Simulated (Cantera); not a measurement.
A Cantera script and its output.

```python
import numpy as np
import cantera as ct

gas = ct.Solution("SiF4_NH3_mec.yaml", "gas")
gas.TPX = 1775, 19000, {'NH3': 1, 'H2': 0.5}
inlet = ct.Reservoir(gas, clone=True)

reactor = ct.IdealGasConstPressureReactor(gas, energy="off", clone=False)
exhaust = ct.Reservoir(gas, clone=True)
tau = [0.31, 0.11, 0.036, 0.012, 0.0042, 0.0014, 0.00049][0]
for a, b in ((inlet, reactor), (reactor, exhaust)):
    ct.MassFlowController(a, b, mdot=lambda t: reactor.mass / tau)
net = ct.ReactorNet([reactor])
show = ['NH3', 'H2', 'N2H2', 'N', 'NH', 'H', 'N2']

rows = []
print(f"{'tau/s':>10s}{'T/K':>9s}" + "".join(f"{s:>11s}" for s in show))
for tau in [0.31, 0.11, 0.036, 0.012, 0.0042, 0.0014, 0.00049]:
    net.initial_time = 0.0
    net.advance(30 * tau)
    before = gas.X
    net.advance(40 * tau)
    drift = np.max(np.abs(gas.X - before) / (gas.X + 1e-9))
    rows.append([gas.T, *gas[show].X, drift])
    print(f"{tau:10.3e}{gas.T:9.1f}" + "".join(f"{x:11.3e}" for x in gas[show].X))
```

Result:

```
     tau/s      T/K        NH3         H2       N2H2          N         NH          H         N2
 3.100e-01   1775.0  5.741e-01  3.979e-01  1.242e-06  8.206e-08  2.231e-06  7.041e-05  2.765e-02
 1.100e-01   1775.0  6.305e-01  3.584e-01  1.418e-06  7.828e-08  2.248e-06  6.109e-05  1.073e-02
 3.600e-02   1775.0  6.545e-01  3.416e-01  1.454e-06  7.398e-08  2.199e-06  5.665e-05  3.525e-03
 1.200e-02   1775.0  6.627e-01  3.359e-01  1.340e-06  6.507e-08  2.026e-06  5.308e-05  1.069e-03
 4.200e-03   1775.0  6.654e-01  3.340e-01  1.003e-06  4.527e-08  1.583e-06  4.637e-05  2.746e-04
 1.400e-03   1775.0  6.663e-01  3.334e-01  3.881e-07  1.366e-08  7.015e-07  3.045e-05  3.352e-05
 4.900e-04   1775.0  6.666e-01  3.334e-01  5.841e-08  1.100e-09  1.285e-07  1.289e-05  1.557e-06
```

Model: the gas-phase N/H chemistry of the illustrative SiF4/NH3 mechanism in the Surface Chemkin manual (1991), integrated in Cantera. Walls and surfaces, which speed up NH3 decomposition in real reactors, are not modelled.
